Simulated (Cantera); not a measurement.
A closed system holds: 1 mol BCl3, 0.47 mol N2, a varied amount of H2, at 1623.15 K and 0.100 bar.

Equilibrium computed with Cantera from the NASA thermochemical tables; the gas is ideal and each condensed phase is pure. Candidate condensed phases: B, BN, NH4Cl; 21 gas species. Mutual solubility and eutectic melting of coexisting phases are not modelled. Gases not in the tables: BHCl2. Equilibrium is a limit: real reactors are often held back by kinetics, nucleation or transport.

### Question
What share of the B ends up in condensed phases as a function of n(H2) (mol), at 16, 22, 31, 44, 62, 87, 120, 170?

### Answer
```
n(H2) (mol)  B condensed (%)            as
-----------  ---------------  ------------
16                      94.0         BN(s)
22                      95.7  B(s) + BN(s)
31                      97.2  B(s) + BN(s)
44                      98.0  B(s) + BN(s)
62                      98.4  B(s) + BN(s)
87                      98.5  B(s) + BN(s)
120                     98.5  B(s) + BN(s)
170                     98.4  B(s) + BN(s)
```
